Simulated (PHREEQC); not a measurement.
Consider water at 88 °C with 20 mmol/kgw NiSO4, 74 mmol/kgw CuCl2 and 0.33 mmol/kgw NaCl. Closed to the air; pH follows from the charge balance.

Computed with PHREEQC (ion-association model, wateq4f.dat).

Each row changes one thing in this solution. No solid was allowed to form.

```csv
case,pH,ionic strength (mol/kgw),Cl- (mol/kgw),SI of Halite (NaCl)
as made,3.94,0.187,0.110,-6.46
temperature from 88 to 35 °C,4.29,0.234,0.136,-6.25
CuCl2 left out,5.56,0.0493,0.000326,-8.88
NaCl from 0.00033 to 0.000363 mol/kgw,3.94,0.187,0.110,-6.42
NiSO4 from 0.02 to 0.03 mol/kgw,3.98,0.208,0.111,-6.47
temperature from 88 to 30 °C,4.34,0.237,0.137,-6.23
NaCl from 0.00033 to 0.00165 mol/kgw,3.94,0.188,0.111,-5.75
CuCl2 replaced by CdCl2 at the same molality,5.26,0.148,0.0839,-6.55
NiSO4 left out,3.77,0.139,0.106,-6.44
```

Some of these states are supersaturated (in Atacamite, Tenorite (slow to form), Antlerite, for instance). Constants without temperature data keep their 25 °C values here.
